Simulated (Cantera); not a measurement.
Mixture: H₂ : O₂ : N₂ = 1 : 1 : 3.76 (molar parts), equivalence ratio 0.50, at 2000000 Pa, adiabatic and at constant pressure. Ignition delay is the time to a rise of 400 K.

Model: the H2/O2 subset of GRI-Mech 3.0, which has no nitrogen chemistry, integrated in Cantera. The hydrogen kinetics of GRI-Mech 3.0 are dated; newer H2 mechanisms differ, most at raised pressure. The pressure lies above the range GRI-Mech 3.0 was tuned for (to about 10 atm). Below about 950 K walls govern HO2 and H2O2 in real vessels.

Task: At T0 = 1125 K, what is the delay, and which 5 reactions control it most (d ln τ / d ln k, from doubling and halving each rate constant)?

Result: The delay is 0.661 ms.
```json
[
 {"reaction": "H + O2 <=> O + OH", "d ln τ / d ln k": "-0.64", "faster rate": "shortens it"},
 {"reaction": "2 OH (+M) <=> H2O2 (+M)", "d ln τ / d ln k": "-0.49", "faster rate": "shortens it"},
 {"reaction": "H + H2O2 <=> H2 + HO2", "d ln τ / d ln k": "-0.46", "faster rate": "shortens it"},
 {"reaction": "H + O2 + N2 <=> HO2 + N2", "d ln τ / d ln k": "0.33", "faster rate": "lengthens it"},
 {"reaction": "H + O2 + M <=> HO2 + M", "d ln τ / d ln k": "0.14", "faster rate": "lengthens it"}
]
```
